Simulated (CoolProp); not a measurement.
Vapour-liquid equilibrium of propylene (1) + R114 (2) at 308.4 K; x and y are mole fractions of (1).

Model: multi-fluid Helmholtz-energy mixture model, Lemmon 2013 and Platzer 1990; pair parameters Bell 2016, in CoolProp. This equation is an older, rougher fit; its heat capacities, sound speeds and derivatives of the liquid may be far off and weren't checked against measurements.

```tsv
x	bubble pressure (MPa)	y at the bubble point	dew pressure at overall composition x (MPa)	liquid density (mol/L)
0.05	0.3672	0.219	0.3084	8.444
0.2	0.5823	0.555	0.3593	8.821
0.35	0.7798	0.707	0.4296	9.221
0.5	0.9548	0.796	0.5323	9.653
0.65	1.113	0.861	0.6938	10.13
0.8	1.266	0.918	0.9639	10.68
0.95	1.423	0.978	1.351	11.34
```

No azeotrope shows between x = 0.05 and 0.95.

Pair parameters are fitted to limited data, so mixtures are less certain than the pure fluids.
